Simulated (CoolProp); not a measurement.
Vapour-liquid equilibrium of isobutene (1) + ethanol (2) at 111.75 °C; x and y are mole fractions of (1).

Values from CoolProp's multi-fluid Helmholtz-energy mixture model, Lemmon 2005 and Schroeder 2014; pair parameters Bell 2016.

Problem. Give the bubble pressure and the first vapour's composition at x = 0.35, 0.5, 0.65. Is there an azeotrope?

Solution. x = 0.35: 1626 kPa, y = 0.810; x = 0.5: 1799 kPa, y = 0.836; x = 0.65: 1918 kPa, y = 0.857. No azeotrope shows between x = 0.05 and 0.95.

The pair parameters rest on a limited set of measurements; away from them the model extrapolates. With so large a gap from Raoult's law the liquid may split in two, which this calculation doesn't test in full.
